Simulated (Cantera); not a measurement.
Feed: 1 mol CaO, 95 mol HCl, 84 mol N₂, at 0.133 bar.

Cantera equilibrium calculation (NASA polynomials, part measured and part estimated; ideal gas, pure solids and liquids). Candidate condensed phases: Ca, CaCl₂, CaO, Ca(OH)₂, H₂O, NH₄Cl; 36 gas species. Condensed phases not in the tables: oxide chlorides. Rates play no part.

Q: At 1050 °C, list the 5 most abundant gas species with their mole fractions, and the condensed phases.

A: HCl 0.522, N₂ 0.472, H₂O 0.00561, CaCl₂ 0.000670, Cl 0.000181. Condensed: CaCl₂(l).
